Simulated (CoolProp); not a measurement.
Vapour-liquid equilibrium of ethylene (1) + propane (2) at 204.7 K; x and y are mole fractions of (1).

Values from CoolProp's multi-fluid Helmholtz-energy mixture model, Smukala 2000 and Lemmon 2009; pair parameters Bell 2016.

```
x     bubble pressure (bar)  y at the bubble point  dew pressure at overall composition x (bar)  liquid density (mol/L)
----  ---------------------  ---------------------  -------------------------------------------  ----------------------
0.05                 0.5552                  0.536                                       0.2808                   14.04
0.15                  1.129                  0.790                                       0.3127                   14.43
0.25                  1.689                  0.873                                       0.3526                   14.84
0.35                  2.228                  0.913                                       0.4042                   15.27
0.45                  2.743                  0.938                                       0.4733                   15.71
0.55                  3.237                  0.955                                       0.5709                   16.16
0.65                  3.719                  0.967                                       0.7189                   16.62
0.75                  4.200                  0.978                                       0.9700                   17.09
0.85                  4.693                  0.987                                        1.487                   17.57
0.95                  5.217                  0.996                                        3.085                   18.06
```

No azeotrope shows between x = 0.05 and 0.95.

The pair parameters rest on a limited set of measurements; away from them the model extrapolates. The gap from Raoult's law changes sign with composition, which may be real or a fault of the pair parameters; it wasn't checked against measurements.
